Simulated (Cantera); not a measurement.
Low-pressure radical oxidation in H2/O2

An isothermal, constant-pressure homogeneous reactor starts with H2 : O2 = 0.16 : 1 (molar parts), at 925 K and 0.0168 atm.

Model: the H2/O2 subset of GRI-Mech 3.0, which has no nitrogen chemistry, integrated in Cantera. Radical loss at walls, strong at low pressure, is not modelled. Below about 950 K walls govern HO2 and H2O2 in real vessels. The temperature is held fixed by assumption; the heat of reaction is taken as removed at once.

```tsv
t (s)	x H2	x O2	x O	x H2O	x H2O2	x HO2
0.000300	0.138	0.862	2.59e-11	3.66e-11	<1e-12	4.95e-11
0.000724	0.138	0.862	2.19e-10	4.90e-10	<1e-12	1.32e-10
0.00175	0.138	0.862	1.28e-8	3.44e-8	<1e-12	1.36e-9
0.00421	0.137	0.862	0.000188	0.000520	4.65e-9	7.49e-6
0.0102	0.00555	0.839	0.00867	0.133	5.97e-7	2.13e-5
0.0245	0.000684	0.851	0.000851	0.147	4.08e-7	1.10e-5
0.0591	0.000147	0.852	0.000130	0.148	2.45e-7	3.95e-6
0.143	3.42e-5	0.852	2.61e-5	0.148	1.35e-7	1.26e-6
0.344	6.79e-6	0.852	5.80e-6	0.148	6.77e-8	3.52e-7
0.829	1.06e-6	0.852	1.40e-6	0.148	3.22e-8	9.26e-8
2.00	1.34e-7	0.852	3.83e-7	0.148	1.50e-8	2.62e-8
```
x: mole fraction; the columns are a selection and need not sum to one.

Equilibrium at this temperature and pressure: H2 9.68e-12, O2 0.852, O 9.55e-11, H2O 0.148, H2O2 1.78e-11, HO2 3.20e-10 (gas phase only).
